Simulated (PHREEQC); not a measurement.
Dissolve 75 mmol/kgw ZnSO4, 0.09 mmol/kgw Na2SO4 and 0.93 mmol/kgw FeSO4 at 25 °C. Closed to the air; pH follows from the charge balance.

The numbers come from PHREEQC with the ion-association model, phreeqc.dat.

This is a speciation only: nothing precipitates in the calculation.

Q: What pH, density, ionic strength does the model give?

A: pH 5.57; density 1.009 g/cm³; ionic strength 0.157 mol/kgw.

Q: In which forms is Fe present?

A: Fe+2 62 %, FeSO4 38 % of the Fe.

Species that the database lacks are ignored.
